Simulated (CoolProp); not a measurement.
Sulfur hexafluoride along the isotherm 290 K: density (kg/m³) from the reference equation and from simpler models built on Tc = 318.7 K, pc = 3755 kPa, ω = 0.210; each cubic takes its own stable root.

Values from CoolProp's reference Helmholtz-energy equation of state, Guder 2009.

```csv
p (kPa),phase,reference
17.8,gas,1.081
27.7,gas,1.684
43.2,gas,2.631
67.2,gas,4.104
105,gas,6.443
163,gas,10.08
254,gas,15.89
395,gas,25.18
615,gas,40.48
958,gas,66.70
1490,gas,115.9
2320,liquid,1434
3620,liquid,1466
5630,liquid,1504
```

How far does each simpler model (van der Waals, Redlich-Kwong, Soave-Redlich-Kwong, Peng-Robinson) lie from the reference over these 14 states: mean and median of the absolute difference, and the worst?


- van der Waals: mean 11.8 %, median 0.8 %, worst -85.6 % at 290 K and 2320 kPa
- Redlich-Kwong: mean 2.9 %, median 0.1 %, worst -15.6 % at 290 K and 2320 kPa
- Soave-Redlich-Kwong: mean 2.1 %, median 0.0 %, worst -11.4 % at 290 K and 2320 kPa
- Peng-Robinson: mean 0.8 %, median 0.3 %, worst +4.0 % at 290 K and 5630 kPa

At some of these states van der Waals gives the other phase, because its saturation line lies elsewhere.
